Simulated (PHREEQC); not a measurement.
**Buffer: speciation**

Solution (25 °C): 3.8 mmol/kgw KH2PO4, 190 mmol/kgw NaF and 66 mmol/kgw NaCl. Closed to the air; pH follows from the charge balance.

The numbers come from PHREEQC with the ion-association model, phreeqc.dat.

This is a speciation only: nothing precipitates in the calculation.

Question: Estimate the pH.

Answer: pH 5.83.

Question: In which forms is F present?

Answer: F- 93 %, NaF 6.3 % of the F.
